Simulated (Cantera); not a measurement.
## HBr + H₂ + O₂ (abatement and gas-phase synthesis)

Feed: 1 mol HBr, 2.7 mol H₂, 3.7 mol O₂, held at 2.40e7 Pa.

These are equilibrium values from Cantera (NASA tables, ideal gas, pure condensed phases), not measurements of a reactor. Candidate condensed phases: Br₂, H₂O; 12 gas species. The ideal-gas law is rough above about 30 bar. Kinetics and transport are ignored.

From 750 K to 3350 K nothing is condensed.

```
T (K)  log p H₂O  log p O₂  log p Br  log p Br₂  log p HBr  log p OH  log p O
-----  ---------  --------  --------  ---------  ---------  --------  -------
750         2.12      1.94     -3.28       1.32      -1.84     -7.55      <-9
950         2.12      1.94     -1.85       1.31      -0.82     -5.17    -9.53
1150        2.12      1.94     -0.92       1.31      -0.15     -3.62    -7.11
1350        2.12      1.94     -0.27       1.29       0.31     -2.52    -5.40
1550        2.11      1.94      0.21       1.24       0.64     -1.71    -4.14
1750        2.10      1.94      0.56       1.17       0.87     -1.09    -3.16
1950        2.09      1.94      0.81       1.06       1.03     -0.60    -2.37
2150        2.08      1.94      0.99       0.92       1.13     -0.20    -1.74
2350        2.07      1.94      1.12       0.75       1.18      0.13    -1.21
2550        2.06      1.93      1.20       0.56       1.21      0.41    -0.77
2750        2.06      1.93      1.25       0.36       1.21      0.65    -0.39
2950        2.05      1.92      1.29       0.17       1.20      0.85    -0.06
3150        2.03      1.91      1.32      -0.01       1.19      1.02     0.22
3350        2.02      1.90      1.34      -0.18       1.17      1.17     0.47
```
log p: log10 of the partial pressure in bar; nothing condenses.
